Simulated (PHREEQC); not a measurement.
Model water analysis in mg/L, 15 °C, pH 5.87, pe 9.4:

| constituent | mg/L |
|---|---|
| Na | 12.4 |
| K | 0.00297 |
| Ca | 3.18 |
| Mg | 2.16 |
| Cl | 8.4 |
| S(6) as SO4 | 2.04 |
| Alkalinity as HCO3 | 36.3 |
| Cd | 0.0359 |

Valence states are taken as typed.

Equilibrium calculation in PHREEQC: ion-association model, wateq4f.dat.

Precipitation was switched off in this run.

Task: What charge-balance error does the model give?

Result: charge-balance error 0.1 %.

Task: In which forms is C present?

Result: CO2 77 %, HCO3- 23 % of the C.
